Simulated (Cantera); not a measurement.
Cantera run, input and output.

```python
import numpy as np
import cantera as ct

gas = ct.Solution("gri30.yaml")
gas.TPX = 1225, 160000, {'CO': 0.014, 'O2': 0.013, 'H2O': 0.0002, 'N2': 1}
reactor = ct.IdealGasConstPressureReactor(gas, energy="off", clone=False)
net = ct.ReactorNet([reactor])
net.rtol, net.atol = 1e-08, 1e-18
show = ['CO', 'O2', 'H2O', 'NO2', 'HO2', 'H', 'NO']
times = np.geomspace(2e-05, 1, 12)

steps = ct.SolutionArray(gas, extra=["t"])
rows = []
print(f"{'t/s':>10s}{'T/K':>9s}{'P/Pa':>11s}" + "".join(f"{s:>11s}" for s in show))
for t in times:
    while net.time < t:
        t_next = net.step()
        steps.append(gas.state, t=t_next)
    rows.append([np.interp(t, steps.t, y) for y in (steps.T, steps.P, *steps(*show).X.T)])
    print(f"{t:10.3e}{rows[-1][0]:9.1f}{rows[-1][1]:11.4g}" + "".join(f"{x:11.3e}" for x in rows[-1][2:]))
rate = np.gradient(steps.T, steps.t)
print("integrator steps:", len(steps.t))
if steps.T.max() > steps.T[0] + 200:
    print(f"time of steepest temperature rise: {steps.t[rate.argmax()]:.4e} s")
gas.TPX = 1225, 160000, {'CO': 0.014, 'O2': 0.013, 'H2O': 0.0002, 'N2': 1}
gas.equilibrate("TP")
print(f"equilibrium (TP): T = {gas.T:.1f} K  " + "  ".join(f"{s} {gas[s].X[0]:.3e}" for s in show))
```

Output:

```
       t/s      T/K       P/Pa         CO         O2        H2O        NO2        HO2          H         NO
 2.000e-05   1225.0    1.6e+05  1.363e-02  1.266e-02  1.947e-04  3.370e-27  6.812e-14  1.408e-13  3.449e-19
 5.348e-05   1225.0    1.6e+05  1.363e-02  1.266e-02  1.947e-04  1.034e-25  4.131e-13  1.335e-12  2.820e-18
 1.430e-04   1225.0    1.6e+05  1.363e-02  1.266e-02  1.947e-04  3.780e-24  5.592e-12  9.483e-12  2.135e-17
 3.824e-04   1225.0    1.6e+05  1.363e-02  1.266e-02  1.947e-04  1.807e-22  7.360e-11  5.153e-11  1.538e-16
 1.023e-03   1225.0    1.6e+05  1.363e-02  1.266e-02  1.947e-04  1.310e-20  7.269e-10  2.565e-10  1.103e-15
 2.735e-03   1225.0    1.6e+05  1.363e-02  1.266e-02  1.947e-04  1.775e-18  6.937e-09  1.751e-09  9.862e-15
 7.313e-03   1225.0    1.6e+05  1.362e-02  1.265e-02  1.945e-04  3.966e-15  1.927e-07  5.404e-08  7.621e-13
 1.956e-02   1225.0    1.6e+05  1.039e-02  1.093e-02  1.745e-04  8.936e-10  1.776e-06  1.730e-05  1.236e-07
 5.230e-02   1225.0    1.6e+05  2.839e-03  7.253e-03  1.861e-04  8.661e-09  1.064e-06  5.273e-06  9.608e-07
 1.398e-01   1225.0    1.6e+05  5.058e-04  6.123e-03  1.932e-04  2.722e-08  4.864e-07  5.599e-07  1.504e-06
 3.740e-01   1225.0    1.6e+05  6.904e-05  5.912e-03  1.952e-04  6.266e-08  1.504e-07  3.858e-08  1.717e-06
 1.000e+00   1225.0    1.6e+05  6.707e-06  5.882e-03  1.957e-04  7.397e-08  2.410e-08  2.189e-09  1.787e-06
integrator steps: 1192
equilibrium (TP): T = 1225.0 K  CO 4.429e-09  O2 5.859e-03  H2O 1.960e-04  NO2 1.397e-07  HO2 5.985e-11  H 1.628e-12  NO 4.417e-05
```

Computed with Cantera and GRI-Mech 3.0 (53 species, 325 reactions).
